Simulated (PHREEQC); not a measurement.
Dissolve 0.021 mol/kgw ZnSO4 and 0.0034 mol/kgw MnSO4 at 25 °C. It is in equilibrium with CO2 at log p = -2 (atm). Otherwise closed; pH follows from the charge balance.

The numbers come from PHREEQC with the ion-association model, phreeqc.dat.

This is a speciation only: nothing precipitates in the calculation.

Q: Predict the pH.

A: pH 4.88.

Q: In which forms is C present?

A: CO2 93 %, HCO3- 3.8 %, ZnHCO3+ 2.7 % of the C.
